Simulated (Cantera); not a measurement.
# PbO + CH4 + H2 (carbothermic reduction)

Input: 1 mol PbO, 0.89 mol CH4, 0.77 mol H2, equilibrated at 877 °C and 100000 Pa.

Cantera equilibrium calculation (NASA polynomials, part measured and part estimated; ideal gas, pure solids and liquids). Candidate condensed phases: C, C6H6, C7H8, C8H18, H2O, Pb, PbO, PbO2, Pb3O4; 113 gas species. Rates play no part.

```yaml
x(H2): 0.712
x(CO): 0.249
x(H2O): 0.0276
x(CO2): 0.00813
x(CH4): 0.00356
x(Pb): 0.000290
n(Pb(l)): 0.999 mol
gas_amount: 3.417 mol
log10 activity of C(graphite) (absent): -0.52
log10 activity of PbO2(s) (absent): -17.30
```
